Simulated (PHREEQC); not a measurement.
## Sulfide liquor: an equilibrium model

Solution (25 °C): 0.16 mol/kgw Na2S. Closed to the air; pH follows from the charge balance.

All values are PHREEQC results (ion-association model, wateq4f.dat), not measurements.

Precipitation was switched off in this run.

Q: Predict the pH, ionic strength.

A: pH 12.63; ionic strength 0.415 mol/kgw.

Species that the database lacks are ignored. With this much S-2 the pH rests on the database's HS-/S-2 constant; if that pK is higher, the solution is more alkaline. The database's pK near 12.9 for HS-/S-2 is now thought far too low, so its S-2 is overstated. The polysulfide entries of wateq4f.dat were taken out for this run.
